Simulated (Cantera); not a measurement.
# Gas activation for diamond growth

An isothermal, constant-pressure homogeneous reactor starts with CH4 : H2 : O2 = 0.0028 : 1 : 0.0043 (molar parts), equivalence ratio 120, at 2350 K and 10.00 Torr.

Model: GRI-Mech 3.0 (53 species, 325 reactions), integrated in Cantera. Radical loss at walls, strong at low pressure, is not modelled.

```json
[
 {"t (s)": "5.00e-6", "x CH4": "0.00278", "x H2": "0.993", "x O2": "0.00427", "x O": "5.50e-9", "x H": "5.66e-6", "x C2H4": "<1e-12"},
 {"t (s)": "1.68e-5", "x CH4": "0.00277", "x H2": "0.993", "x O2": "0.00427", "x O": "2.68e-8", "x H": "2.29e-5", "x C2H4": "1.19e-11"},
 {"t (s)": "5.61e-5", "x CH4": "0.00277", "x H2": "0.993", "x O2": "0.00426", "x O": "1.25e-7", "x H": "0.000101", "x C2H4": "2.76e-10"},
 {"t (s)": "0.000188", "x CH4": "0.00275", "x H2": "0.992", "x O2": "0.00419", "x O": "5.53e-7", "x H": "0.000447", "x C2H4": "3.95e-9"},
 {"t (s)": "0.000630", "x CH4": "0.00265", "x H2": "0.990", "x O2": "0.00355", "x O": "2.55e-6", "x H": "0.00241", "x C2H4": "1.10e-7"},
 {"t (s)": "0.00211", "x CH4": "0.00225", "x H2": "0.978", "x O2": "0.000209", "x O": "7.95e-7", "x H": "0.0107", "x C2H4": "1.60e-6"},
 {"t (s)": "0.00707", "x CH4": "0.00180", "x H2": "0.973", "x O2": "9.32e-10", "x O": "2.66e-7", "x H": "0.0161", "x C2H4": "2.06e-6"},
 {"t (s)": "0.0237", "x CH4": "0.000698", "x H2": "0.964", "x O2": "2.29e-9", "x O": "6.57e-7", "x H": "0.0255", "x C2H4": "7.59e-7"},
 {"t (s)": "0.0794", "x CH4": "0.000128", "x H2": "0.955", "x O2": "3.92e-9", "x O": "1.21e-6", "x H": "0.0359", "x C2H4": "9.36e-8"},
 {"t (s)": "0.266", "x CH4": "2.38e-5", "x H2": "0.939", "x O2": "5.58e-9", "x O": "2.13e-6", "x H": "0.0522", "x C2H4": "9.51e-9"},
 {"t (s)": "0.891", "x CH4": "4.07e-11", "x H2": "0.910", "x O2": "1.25e-8", "x O": "5.06e-6", "x H": "0.0815", "x C2H4": "<1e-12"},
 {"t (s)": "2.98", "x CH4": "<1e-12", "x H2": "0.890", "x O2": "2.03e-8", "x O": "8.12e-6", "x H": "0.102", "x C2H4": "<1e-12"},
 {"t (s)": "10.0", "x CH4": "<1e-12", "x H2": "0.889", "x O2": "2.06e-8", "x O": "8.26e-6", "x H": "0.103", "x C2H4": "<1e-12"}
]
```
x: mole fraction; the columns are a selection and need not sum to one.

Equilibrium at this temperature and pressure: CH4 <1e-12, H2 0.889, O2 2.06e-8, O 8.26e-6, H 0.103, C2H4 <1e-12 (gas phase only).
